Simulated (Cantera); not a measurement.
Input (Python, Cantera) and output of one run.

```python
import numpy as np
import cantera as ct

gas_names = """
    H HNO HNO2 HNO3 HO2 H2 H2O H2O2 N NH NH2 NH3 NH2OH NO NO2 NO3 N2 N2H2 N2H4 N2O O OH O2 O3
""".split()
cond_names = """
    H2O(s) H2O(L)
""".split()


# ... load() reads the species with a 1 bar reference pressure and builds the phases ...
atoms = {
    'NH3': {'N': 1, 'H': 3},
    'H2O': {'H': 2, 'O': 1},
}
top_T = {}  # K; cautious upper limits of use, not melting points


# ... equilibrate(T, P, feed) seeds the gas with the atoms and calls Mixture.equilibrate('TP', solver="vcs", rtol=1e-11, max_steps=5000) ...
results = []
feed = {'NH3': 1, 'H2O': 0.41}  # mol
P = 101325  # Pa
for T in [1500, 1600, 1700, 1800, 1900, 2000, 2100, 2200, 2300, 2400, 2500, 2600, 2700, 2800]:
    mix = equilibrate(T, P, feed)
    results.append((T, P, feed, dict(zip(mix.species_names, mix.species_moles))))
    x = sorted(zip(gas.X, gas.species_names), reverse=True)
    print(f"T = {T:g} K  P = {P:g} Pa  gas = {mix.phase_moles(0):.4g} mol")
    print("   x: " + "  ".join(f"{s} {v:.3e}" for v, s in x if v > 0.0001))
    print("   condensed (mol): " + ("  ".join(f"{mix.phase(i).name} {mix.phase_moles(i):.4g}"
          for i in range(1, mix.n_phases) if mix.phase_moles(i) > 1e-12) or "none"))
```

It prints:

```
T = 1500 K  P = 101325 Pa  gas = 2.41 mol
   x: H2 6.224e-01  N2 2.075e-01  H2O 1.701e-01
   condensed (mol): none
T = 1600 K  P = 101325 Pa  gas = 2.41 mol
   x: H2 6.224e-01  N2 2.075e-01  H2O 1.701e-01
   condensed (mol): none
T = 1700 K  P = 101325 Pa  gas = 2.41 mol
   x: H2 6.223e-01  N2 2.075e-01  H2O 1.701e-01  H 1.155e-04
   condensed (mol): none
T = 1800 K  P = 101325 Pa  gas = 2.41 mol
   x: H2 6.222e-01  N2 2.074e-01  H2O 1.701e-01  H 2.806e-04
   condensed (mol): none
T = 1900 K  P = 101325 Pa  gas = 2.411 mol
   x: H2 6.219e-01  N2 2.074e-01  H2O 1.701e-01  H 6.217e-04
   condensed (mol): none
T = 2000 K  P = 101325 Pa  gas = 2.412 mol
   x: H2 6.214e-01  N2 2.073e-01  H2O 1.700e-01  H 1.273e-03
   condensed (mol): none
T = 2100 K  P = 101325 Pa  gas = 2.413 mol
   x: H2 6.204e-01  N2 2.072e-01  H2O 1.698e-01  H 2.438e-03
   condensed (mol): none
T = 2200 K  P = 101325 Pa  gas = 2.416 mol
   x: H2 6.189e-01  N2 2.070e-01  H2O 1.696e-01  H 4.402e-03  OH 1.683e-04
   condensed (mol): none
T = 2300 K  P = 101325 Pa  gas = 2.42 mol
   x: H2 6.164e-01  N2 2.066e-01  H2O 1.691e-01  H 7.548e-03  OH 3.338e-04
   condensed (mol): none
T = 2400 K  P = 101325 Pa  gas = 2.426 mol
   x: H2 6.125e-01  N2 2.061e-01  H2O 1.684e-01  H 1.237e-02  OH 6.248e-04
   condensed (mol): none
T = 2500 K  P = 101325 Pa  gas = 2.435 mol
   x: H2 6.069e-01  N2 2.053e-01  H2O 1.672e-01  H 1.946e-02  OH 1.111e-03
   condensed (mol): none
T = 2600 K  P = 101325 Pa  gas = 2.449 mol
   x: H2 5.989e-01  N2 2.041e-01  H2O 1.654e-01  H 2.951e-02  OH 1.886e-03
   condensed (mol): none
T = 2700 K  P = 101325 Pa  gas = 2.468 mol
   x: H2 5.880e-01  N2 2.025e-01  H2O 1.628e-01  H 4.329e-02  OH 3.067e-03  O 1.439e-04  NO 1.412e-04
   condensed (mol): none
T = 2800 K  P = 101325 Pa  gas = 2.494 mol
   x: H2 5.737e-01  N2 2.004e-01  H2O 1.590e-01  H 6.157e-02  OH 4.796e-03  O 3.235e-04  NO 2.427e-04
   condensed (mol): none
```

These are equilibrium values from Cantera (NASA tables, ideal gas, pure condensed phases), not measurements of a reactor.
